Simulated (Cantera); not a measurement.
Feed: 1 mol c-C₄F₈, 0.1 mol H₂, equilibrated at 5.10 Pa.

Method: chemical equilibrium by Gibbs-energy minimisation in Cantera with the NASA 1993 tables (ideal gas, pure condensed phases). Candidate condensed phases: C, C₆H₆, C₇H₈, C₈H₁₈; 95 gas species. The feed counts by its element totals alone. Condensed phases not in the tables: fluorocarbon polymer. Gases not in the tables: C₂F₆ and larger saturated fluorocarbons. The numbers say what is thermodynamically allowed, not how fast it happens. All values below are at 327 °C.

Base state: CF₄ 0.907, HF 0.0930 (mole fractions); condensed: C(graphite).

Problem. What changes in the equilibrium state with this change: H₂ from 0.1 to 13 mol?

Solution. 
```tsv
species	before	after
H₂	<1e-9	0.527
HF	0.0930	0.471
CH₄	<1e-9	0.00134
CF₄	0.907	<1e-9
C(graphite), mol	2.05	3.98
```

Problem. What changes in the equilibrium state with this change: H₂ from 0.1 to 5.8 mol?

Solution. 
```tsv
species	before	after
HF	0.0930	0.816
H₂	<1e-9	0.183
CH₄	<1e-9	0.000162
CF₄	0.907	<1e-9
C(graphite), mol	2.05	4.00
```
